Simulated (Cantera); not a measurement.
Cantera run, input and output.

```python
import numpy as np
import cantera as ct

gas = ct.Solution("h2o2.yaml")


def delay(T, t_max=10):
    gas.TPX = T, 710000, {'H2': 1, 'O2': 0.962, 'N2': 5.19}
    reactor = ct.IdealGasConstPressureReactor(gas, clone=False)
    net = ct.ReactorNet([reactor])
    net.rtol, net.atol = 1e-8, 1e-16
    while net.time < t_max:
        t_old, T_old = net.time, reactor.T
        net.step()
        if reactor.T > T + 400:  # ignition: a rise of 400 K
            return t_old + (T + 400 - T_old) / (reactor.T - T_old) * (net.time - t_old)
    return np.nan


taus = []
for T in [950, 1000, 1050, 1100, 1150, 1200, 1250, 1300, 1350, 1400]:
    taus.append(delay(T))
    print(f"T0 = {T:6g} K   tau = {taus[-1]:.4e} s")

# d ln(tau) / d ln(k), from doubling and halving each rate constant
T, sens = 1400, []
for i in range(gas.n_reactions):
    gas.set_multiplier(2.0, i)
    up = delay(T)
    gas.set_multiplier(0.5, i)
    down = delay(T)
    gas.set_multiplier(1.0, i)
    sens.append((np.log(up / down) / np.log(4.0), gas.reaction(i).equation))
sens.sort(key=lambda x: -abs(x[0]))
print(f"sensitivities at {T} K")
for s, eq in sens[:10]:
    print(f"{s:8.3f}  {eq}")
```

Result:

```
T0 =    950 K   tau = 5.9895e-02 s
T0 =   1000 K   tau = 1.6310e-02 s
T0 =   1050 K   tau = 4.5620e-03 s
T0 =   1100 K   tau = 1.1926e-03 s
T0 =   1150 K   tau = 2.1401e-04 s
T0 =   1200 K   tau = 2.5941e-05 s
T0 =   1250 K   tau = 1.1809e-05 s
T0 =   1300 K   tau = 7.6132e-06 s
T0 =   1350 K   tau = 5.5782e-06 s
T0 =   1400 K   tau = 4.3836e-06 s
sensitivities at 1400 K
  -0.742  H + O2 <=> O + OH
  -0.214  H2 + O <=> H + OH
   0.142  H + O2 + N2 <=> HO2 + N2
  -0.136  H2 + OH <=> H + H2O
   0.045  H + O2 + M <=> HO2 + M
  -0.044  H + HO2 <=> H2 + O2
  -0.033  H + HO2 <=> 2 OH
  -0.029  H + O2 + H2O <=> HO2 + H2O
   0.021  H + O2 + O2 <=> HO2 + O2
  -0.009  H + OH + M <=> H2O + M
```

Computed with Cantera and the H2/O2 subset of GRI-Mech 3.0, which has no nitrogen chemistry. The hydrogen kinetics of GRI-Mech 3.0 are dated; newer H2 mechanisms differ, most at raised pressure.
